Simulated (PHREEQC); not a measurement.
A solution holds 0.0027 mol/kgw NaHSO4, 4e-05 mol/kgw NH3 and 0.00018 mol/kgw NaCl, at 45 °C. Closed to the air; pH follows from the charge balance.

All values are PHREEQC results (ion-association model, phreeqc.dat), not measurements.

| Quantity | Result |
|---|---|
| pH | 2.70 |
| ionic strength | 0.00721 mol/kgw |
| specific conductance | 1770 µS/cm |
| total alkalinity | -2.66 meq/kg |

| species | molality | activity | log γ |
|---|---|---|---|
| Na+ | 0.00286 | 0.00261 | -0.040 |
| SO4-2 | 0.00217 | 0.00151 | -0.158 |
| H+ | 0.00215 | 0.00198 | -0.036 |
| HSO4- | 0.000509 | 0.000463 | -0.040 |
| Cl- | 0.000180 | 0.000164 | -0.041 |
| NH4+ | 3.92e-5 | 3.56e-5 | -0.042 |
| NaSO4- | 2.42e-5 | 2.22e-5 | -0.039 |
| NH4SO4- | 7.58e-7 | 6.91e-7 | -0.040 |

Precipitation was switched off in this run. Species that the database lacks are ignored. Constants without temperature data keep their 25 °C values here.
